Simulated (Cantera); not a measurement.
## NO annealing gas

An isothermal, constant-pressure homogeneous reactor starts with NO : N₂ = 1 : 7 (molar parts), at 1573 K and 1130 Torr.

Detailed kinetics in Cantera: GRI-Mech 3.0 (53 species, 325 reactions).

```json
[
 {"t (s)": "0.000800", "x NO": "0.125", "x N₂O": "4.08e-7", "x O": "1.29e-8", "x NO₂": "4.25e-7", "x O₂": "2.78e-10", "x N₂": "0.875"},
 {"t (s)": "0.00337", "x NO": "0.125", "x N₂O": "1.53e-6", "x O": "2.41e-8", "x NO₂": "2.00e-6", "x O₂": "4.21e-9", "x N₂": "0.875"},
 {"t (s)": "0.0142", "x NO": "0.125", "x N₂O": "4.20e-6", "x O": "7.79e-8", "x NO₂": "1.04e-5", "x O₂": "1.97e-7", "x N₂": "0.875"},
 {"t (s)": "0.0600", "x NO": "0.125", "x N₂O": "5.73e-6", "x O": "2.29e-7", "x NO₂": "3.64e-5", "x O₂": "1.07e-5", "x N₂": "0.875"},
 {"t (s)": "0.253", "x NO": "0.125", "x N₂O": "5.73e-6", "x O": "2.74e-7", "x NO₂": "4.42e-5", "x O₂": "0.000109", "x N₂": "0.875"},
 {"t (s)": "1.07", "x NO": "0.124", "x N₂O": "5.65e-6", "x O": "3.26e-7", "x NO₂": "5.27e-5", "x O₂": "0.000535", "x N₂": "0.876"},
 {"t (s)": "4.50", "x NO": "0.120", "x N₂O": "5.34e-6", "x O": "4.84e-7", "x NO₂": "7.69e-5", "x O₂": "0.00228", "x N₂": "0.877"},
 {"t (s)": "19.0", "x NO": "0.107", "x N₂O": "4.25e-6", "x O": "8.41e-7", "x NO₂": "0.000120", "x O₂": "0.00876", "x N₂": "0.884"},
 {"t (s)": "80.0", "x NO": "0.0729", "x N₂O": "1.99e-6", "x O": "1.40e-6", "x NO₂": "0.000137", "x O₂": "0.0259", "x N₂": "0.901"}
]
```
x: mole fraction; the columns are a selection and need not sum to one.

Equilibrium at this temperature and pressure: NO 0.00102, N₂O 8.22e-8, O 2.14e-6, NO₂ 2.94e-6, O₂ 0.0620, N₂ 0.937 (gas phase only).
